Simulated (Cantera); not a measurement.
Input: 1 mol Na2CO3, 0.019 mol C, 3.1 mol O2.

Cantera equilibrium calculation (NASA polynomials, part measured and part estimated; ideal gas, pure solids and liquids). Candidate condensed phases: C, Na, NaO2, Na2CO3, Na2O, Na2O2; 16 gas species. Kinetics and transport are ignored.

Stable condensed phases, one row left out:

```
T in °C \ P in Pa
              10      42     180     750    3200   13000   56000  240000 1000000
   1477        A       A       A       A       A       B       B       B       B
   1452        A       A       A       A       A       B       B       B       B
   1427        A       A       A       A       A       B       B       B       B
   1377        A       A       A       A       B       B       B       B       B
   1352        A       A       A       A       B       B       B       B       B
   1327        A       A       A       A       B       B       B       B       B
   1302        A       A       A       A       B       B       B       B       B
   1277        A       A       A       A       B       B       B       B       B
   1252        A       A       A       B       B       B       B       B       B
   1227        A       A       A       B       B       B       B       B       B
```

A: gas only; B: Na2CO3.

Question: Give the row for 1402 °C.

Answer: 10: gas only; 42: gas only; 180: gas only; 750: gas only; 3200: gas only; 13000: Na2CO3; 56000: Na2CO3; 240000: Na2CO3; 1000000: Na2CO3.
